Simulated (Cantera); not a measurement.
Fluorocarbon and chlorocarbon gases: CHF3 + HCl

Input: 1 mol CHF3, 2.7 mol HCl, held at 898.15 K.

Method: chemical equilibrium by Gibbs-energy minimisation in Cantera with the NASA 1993 tables (ideal gas, pure condensed phases). Candidate condensed phases: C, C6H6, C7H8, C8H18; 118 gas species. Condensed phases not in the tables: fluorocarbon polymer. Gases not in the tables: C2F6 and larger saturated fluorocarbons. Equilibrium is a limit: real reactors are often held back by kinetics, nucleation or transport.

```
P (Pa)  x HCl   x HF    x Cl2   x CF4      x Cl   x CClF3  x CCl2F2  n C(graphite)
------  -----  -----  -------  ------  --------  --------  --------  -------------
1       0.347  0.475    0.122  0.0475   0.00790  0.000390   4.74e-6          0.784
4.20    0.397  0.436    0.104  0.0593   0.00355  0.000606   9.18e-6          0.734
18      0.446  0.397   0.0835  0.0709   0.00154  0.000896   1.67e-5          0.685
75      0.491  0.361   0.0644  0.0815  0.000662   0.00125   2.83e-5          0.640
320     0.532  0.328   0.0468  0.0911  0.000273   0.00166   4.49e-5          0.601
1300    0.565  0.301   0.0324  0.0987  0.000113   0.00208   6.52e-5          0.569
5600    0.592  0.279   0.0205   0.105   4.33e-5   0.00250   8.84e-5          0.544
24000   0.612  0.264   0.0121   0.109   1.60e-5   0.00285  0.000110          0.526
100000  0.624  0.254  0.00673   0.112   5.86e-6   0.00309  0.000127          0.514
```
x: gas mole fraction; n: condensed amount in mol.

From 1.00e-5 bar to 1.00 bar the condensed part is C(graphite). The main C-bearing gas is CF4 throughout. The share of C in condensed phases is highest at 1.00e-5 bar (78.4 %) and lowest at 1.00 bar (51.4 %).
